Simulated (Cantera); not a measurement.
Cantera run:

```python
import numpy as np
import cantera as ct

gas_names = [...]  # 109 gases of nasa_gas.yaml made of C, Cl, H, Si
cond_names = """
    C(gr) C6H6(L) C7H8(L) C8H18(L),n-octa Si(cr) Si(L) SiC(b)
""".split()


# ... load() reads the species with a 1 bar reference pressure and builds the phases ...
atoms = {
    '(CH3)2SiCl2': {'C': 2, 'H': 6, 'Si': 1, 'CL': 2},
    'H2': {'H': 2},
}
top_T = {'C(gr)': 4500, 'SiC(b)': 3050}  # K; cautious upper limits of use, not melting points


# ... equilibrate(T, P, feed) seeds the gas with the atoms and calls Mixture.equilibrate('TP', solver="vcs", rtol=1e-11, max_steps=5000) ...
results = []
feed = {'(CH3)2SiCl2': 1, 'H2': 520}  # mol
P = 130  # Pa
for T in [1025, 1125, 1225, 1325, 1425, 1525, 1625, 1725, 1825, 1925, 2025, 2125, 2225, 2325]:
    mix = equilibrate(T, P, feed)
    results.append((T, P, feed, dict(zip(mix.species_names, mix.species_moles))))
    x = sorted(zip(gas.X, gas.species_names), reverse=True)
    print(f"T = {T:g} K  P = {P:g} Pa  gas = {mix.phase_moles(0):.4g} mol")
    print("   x: " + "  ".join(f"{s} {v:.3e}" for v, s in x if v > 1e-06))
    print("   condensed (mol): " + ("  ".join(f"{mix.phase(i).name} {mix.phase_moles(i):.4g}"
          for i in range(1, mix.n_phases) if mix.phase_moles(i) > 1e-12) or "none"))
```

Result:

```
T = 1025 K  P = 130 Pa  gas = 524 mol
   x: H2 9.961e-01  HCL 3.817e-03  CH4 9.480e-05
   condensed (mol): C(gr) 0.9503  SiC(b) 1
T = 1125 K  P = 130 Pa  gas = 524 mol
   x: H2 9.961e-01  HCL 3.817e-03  CH4 3.722e-05  H 1.230e-06
   condensed (mol): C(gr) 0.9805  SiC(b) 1
T = 1225 K  P = 130 Pa  gas = 524 mol
   x: H2 9.962e-01  HCL 3.817e-03  CH4 1.694e-05  H 8.627e-06
   condensed (mol): C(gr) 0.991  SiC(b) 1
T = 1325 K  P = 130 Pa  gas = 524 mol
   x: H2 9.961e-01  HCL 3.816e-03  H 4.527e-05  CH4 8.660e-06
   condensed (mol): C(gr) 0.9946  SiC(b) 0.9999
T = 1425 K  P = 130 Pa  gas = 524 mol
   x: H2 9.960e-01  HCL 3.815e-03  H 1.888e-04  CH4 4.859e-06  C2H2,acetylene 3.511e-06
   condensed (mol): C(gr) 0.9939  SiC(b) 0.9999
T = 1525 K  P = 130 Pa  gas = 524.2 mol
   x: H2 9.955e-01  HCL 3.813e-03  H 6.546e-04  C2H2,acetylene 1.204e-05  CH4 2.939e-06  CL 2.011e-06
   condensed (mol): C(gr) 0.9861  SiC(b) 0.9997
T = 1625 K  P = 130 Pa  gas = 524.5 mol
   x: H2 9.942e-01  HCL 3.806e-03  H 1.951e-03  C2H2,acetylene 3.535e-05  CL 5.881e-06  CH4 1.890e-06  Si 1.433e-06
   condensed (mol): C(gr) 0.9631  SiC(b) 0.9988
T = 1725 K  P = 130 Pa  gas = 525.4 mol
   x: H2 9.910e-01  H 5.128e-03  HCL 3.790e-03  C2H2,acetylene 9.131e-05  CL 1.519e-05  Si 1.315e-05  CH4 1.275e-06
   condensed (mol): C(gr) 0.9113  SiC(b) 0.9919
T = 1825 K  P = 130 Pa  gas = 527.3 mol
   x: H2 9.838e-01  H 1.212e-02  HCL 3.755e-03  C2H2,acetylene 2.113e-04  Si 9.432e-05  CL 3.526e-05  SiH 3.584e-06  SiC2 1.588e-06  SiCL2 1.154e-06  Si2C 1.142e-06
   condensed (mol): C(gr) 0.8295  SiC(b) 0.9447
T = 1925 K  P = 130 Pa  gas = 531.3 mol
   x: H2 9.691e-01  H 2.610e-02  HCL 3.684e-03  Si 5.501e-04  C2H2,acetylene 4.437e-04  CL 7.462e-05  SiH 1.590e-05  SiC2 1.582e-05  Si2C 1.084e-05  SiCL 3.211e-06  SiH2 2.714e-06  SiCL2 1.509e-06
   condensed (mol): C(gr) 0.8298  SiC(b) 0.6752
T = 2025 K  P = 130 Pa  gas = 539 mol
   x: H2 9.418e-01  H 5.180e-02  HCL 3.557e-03  Si 1.665e-03  C2H2,acetylene 8.523e-04  CL 1.453e-04  SiC2 7.735e-05  SiH 3.731e-05  Si2C 3.136e-05  SiCL 5.809e-06  SiH2 4.279e-06  SiCL2 1.162e-06
   condensed (mol): C(gr) 0.9785
T = 2125 K  P = 130 Pa  gas = 551.4 mol
   x: H2 8.976e-01  H 9.542e-02  HCL 3.361e-03  Si 1.640e-03  C2H2,acetylene 1.504e-03  CL 2.621e-04  SiC2 1.172e-04  SiH 2.883e-05  Si2C 1.068e-05  C2H 4.461e-06  SiCL 3.535e-06  SiH2 2.284e-06  C4H2 1.022e-06
   condensed (mol): C(gr) 0.1971
T = 2225 K  P = 130 Pa  gas = 571.9 mol
   x: H2 8.295e-01  H 1.636e-01  HCL 3.057e-03  C2H2,acetylene 1.616e-03  Si 1.604e-03  CL 4.376e-04  SiC2 1.124e-04  SiH 2.221e-05  C2H 1.182e-05  Si2C 3.208e-06  SiCL 2.175e-06  C3 1.658e-06  C 1.486e-06  C4H2 1.283e-06  SiH2 1.235e-06
   condensed (mol): none
T = 2325 K  P = 130 Pa  gas = 604.1 mol
   x: H2 7.324e-01  H 2.611e-01  HCL 2.635e-03  Si 1.537e-03  C2H2,acetylene 1.515e-03  CL 6.747e-04  SiC2 9.774e-05  C2H 2.597e-05  SiH 1.666e-05  C 6.258e-06  C3 5.590e-06  SiCL 1.315e-06  C4H2 1.285e-06
   condensed (mol): none
```

Equilibrium computed with Cantera from the NASA thermochemical tables; the gas is ideal and each condensed phase is pure. The feed counts by its element totals alone.
